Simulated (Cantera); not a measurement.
## Pb + H2O + H2 (metals in furnace atmospheres)

Charge: 1 mol Pb, 0.73 mol H2O, 1.9 mol H2, at 0.0750 Torr.

These are equilibrium values from Cantera (NASA tables, ideal gas, pure condensed phases), not measurements of a reactor. Candidate condensed phases: H2O, Pb, PbO, PbO2, Pb3O4; 12 gas species. Equilibrium is a limit: real reactors are often held back by kinetics, nucleation or transport.

From 477 °C to 702 °C the condensed part is Pb(l). From 777 °C to 1452 °C nothing is condensed. The main Pb-bearing gas is Pb throughout.

| T (°C) | x H2 | x H2O | x Pb | x H | n Pb(l) |
|---|---|---|---|---|---|
| 477 | 0.722 | 0.278 | 9.48e-5 | 2.69e-11 | 1.000 |
| 552 | 0.721 | 0.277 | 0.00143 | 6.74e-10 | 0.996 |
| 627 | 0.713 | 0.274 | 0.0137 | 9.87e-9 | 0.964 |
| 702 | 0.656 | 0.252 | 0.0917 | 9.27e-8 | 0.735 |
| 777 | 0.523 | 0.201 | 0.275 | 5.87e-7 | 0 |
| 852 | 0.523 | 0.201 | 0.275 | 3.21e-6 | 0 |
| 927 | 0.523 | 0.201 | 0.275 | 1.43e-5 | 0 |
| 1002 | 0.523 | 0.201 | 0.275 | 5.33e-5 | 0 |
| 1077 | 0.523 | 0.201 | 0.275 | 0.000172 | 0 |
| 1152 | 0.523 | 0.201 | 0.275 | 0.000493 | 0 |
| 1227 | 0.522 | 0.201 | 0.275 | 0.00127 | 0 |
| 1302 | 0.521 | 0.201 | 0.275 | 0.00300 | 0 |
| 1377 | 0.519 | 0.200 | 0.274 | 0.00654 | 0 |
| 1452 | 0.513 | 0.199 | 0.273 | 0.0133 | 0 |
x: gas mole fraction; n: condensed amount in mol.
